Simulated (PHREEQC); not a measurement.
0.11 g of hydrous ferric oxide (600 m²/g; 0.2 weak and 0.005 strong sites per Fe, Dzombak-Morel constants, diffuse double layer) in 1 kg of water with 0.1 mol/kgw of an inert sodium salt and 0.0062 mmol/kgw NaH2PO4, at 25 °C; the pH is set by adding NaOH or the inert anion's acid. O2 is buffered at 0.21 atm. The system is closed to CO2. No solid was allowed to form.

Base run: PHREEQC, ion-association model, wateq4f.dat. Each further column changes one thing. The table gives surface charge σ (C/m²).

```json
[
 {"pH": "3", "base": "0.352", "background salt from 0.1 to 0.01 mol/kgw": "0.312", "oxide from 0.11 to 0.55 g/kgw": "0.361"},
 {"pH": "3.67", "base": "0.330", "background salt from 0.1 to 0.01 mol/kgw": "0.246", "oxide from 0.11 to 0.55 g/kgw": "0.340"},
 {"pH": "4.33", "base": "0.280", "background salt from 0.1 to 0.01 mol/kgw": "0.171", "oxide from 0.11 to 0.55 g/kgw": "0.289"},
 {"pH": "5", "base": "0.206", "background salt from 0.1 to 0.01 mol/kgw": "0.108", "oxide from 0.11 to 0.55 g/kgw": "0.213"},
 {"pH": "5.67", "base": "0.135", "background salt from 0.1 to 0.01 mol/kgw": "…", "oxide from 0.11 to 0.55 g/kgw": "0.140"},
 {"pH": "6.33", "base": "0.080", "background salt from 0.1 to 0.01 mol/kgw": "…", "oxide from 0.11 to 0.55 g/kgw": "0.085"},
 {"pH": "7", "base": "0.041", "background salt from 0.1 to 0.01 mol/kgw": "…", "oxide from 0.11 to 0.55 g/kgw": "0.044"},
 {"pH": "7.67", "base": "0.013", "background salt from 0.1 to 0.01 mol/kgw": "…", "oxide from 0.11 to 0.55 g/kgw": "0.015"},
 {"pH": "8.33", "base": "-0.010", "background salt from 0.1 to 0.01 mol/kgw": "-0.004", "oxide from 0.11 to 0.55 g/kgw": "-0.008"},
 {"pH": "9", "base": "-0.036", "background salt from 0.1 to 0.01 mol/kgw": "-0.014", "oxide from 0.11 to 0.55 g/kgw": "-0.035"},
 {"pH": "9.67", "base": "-0.071", "background salt from 0.1 to 0.01 mol/kgw": "…", "oxide from 0.11 to 0.55 g/kgw": "-0.071"},
 {"pH": "10.33", "base": "-0.121", "background salt from 0.1 to 0.01 mol/kgw": "-0.055", "oxide from 0.11 to 0.55 g/kgw": "-0.121"},
 {"pH": "11", "base": "-0.190", "background salt from 0.1 to 0.01 mol/kgw": "…", "oxide from 0.11 to 0.55 g/kgw": "-0.190"}
]
```

Q: What belongs in the gaps?

A: 
- 5.67, background salt from 0.1 to 0.01 mol/kgw: 0.062
- 6.33, background salt from 0.1 to 0.01 mol/kgw: 0.033
- 7, background salt from 0.1 to 0.01 mol/kgw: 0.016
- 7.67, background salt from 0.1 to 0.01 mol/kgw: 0.005
- 9.67, background salt from 0.1 to 0.01 mol/kgw: -0.029
- 11, background salt from 0.1 to 0.01 mol/kgw: -0.099

H3PO4, which wateq4f.dat lacks, is added to it with the constant of phreeqc.dat. The oxide is taken as insoluble; below pH 4 it would dissolve.
